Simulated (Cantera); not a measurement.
**Thermodynamics of roasting and sulfation, feed MgCO₃ + SO₃ + O₂ + H₂S**

Charge: 1 mol MgCO₃, 2.5 mol SO₃, 0.89 mol O₂, 0.2 mol H₂S, at 1000 Pa.

Equilibrium computed with Cantera from the NASA thermochemical tables; the gas is ideal and each condensed phase is pure. Candidate condensed phases: C, C₆H₆, C₇H₈, C₈H₁₈, H₂O, H₂SO₄, Mg, MgCO₃, MgO, Mg(OH)₂, MgS, MgSO₄, S; 130 gas species. Kinetics and transport are ignored.

From 975 K to 1075 K the condensed part is MgSO₄(s). From 1125 K to 1475 K the condensed part is MgO(s).

```csv
T (K),x SO₂,x O₂,x CO₂,x SO₃,x H₂O,x OH,x O,n MgSO₄(s),n MgO(s)
975,0.362,0.299,0.242,0.0484,0.0483,1.67e-7,3.95e-10,1.00,0
1025,0.378,0.306,0.239,0.0284,0.0478,4.45e-7,1.83e-9,1.00,0
1075,0.387,0.310,0.238,0.0172,0.0476,1.08e-6,7.30e-9,1.00,0
1125,0.461,0.316,0.175,0.0127,0.0351,2.09e-6,2.60e-8,0,1.00
1175,0.464,0.318,0.175,0.00827,0.0350,4.39e-6,8.23e-8,0,1.00
1225,0.466,0.319,0.175,0.00555,0.0349,8.66e-6,2.38e-7,0,1.00
1275,0.467,0.319,0.175,0.00384,0.0349,1.62e-5,6.31e-7,0,1.00
1325,0.468,0.320,0.174,0.00273,0.0349,2.89e-5,1.56e-6,0,1.00
1375,0.469,0.320,0.174,0.00199,0.0349,4.95e-5,3.60e-6,0,1.00
1425,0.469,0.320,0.174,0.00149,0.0348,8.16e-5,7.85e-6,0,1.00
1475,0.469,0.320,0.174,0.00113,0.0348,0.000130,1.62e-5,0,1.00
```
x: gas mole fraction; n: condensed amount in mol.
